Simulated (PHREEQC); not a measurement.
# Arsenic or selenium liquor: speciation

Dissolve 0.063 mol Na2SeO3, 0.0094 mol NaHCO3 and 0.089 mol NaCl per kg of water at 25 °C. Closed to the air; pH follows from the charge balance.

Computed with PHREEQC (ion-association model, wateq4f.dat).

* **pH**: 9.35
* **ionic strength**: 0.283 mol/kgw
* **activity of water**: 0.993
* **total alkalinity**: 9.40 meq/kg

| species | molality | activity | log γ |
|---|---|---|---|
| Na+ | 0.222 | 0.162 | -0.139 |
| Cl- | 0.0890 | 0.0610 | -0.164 |
| SeO3-2 | 0.0596 | 0.0174 | -0.535 |
| HCO3- | 0.00570 | 0.00413 | -0.140 |
| HSeO3- | 0.00337 | 0.00248 | -0.134 |
| NaCO3- | 0.00178 | 0.00129 | -0.140 |
| CO3-2 | 0.00156 | 0.000430 | -0.559 |
| NaHCO3 | 0.000352 | 0.000376 | 0.028 |
| OH- | 3.25e-5 | 2.21e-5 | -0.168 |
| CO2 | 3.95e-6 | 4.22e-6 | 0.028 |

Precipitation was switched off in this run. Complexes and solids missing from the database can't appear.
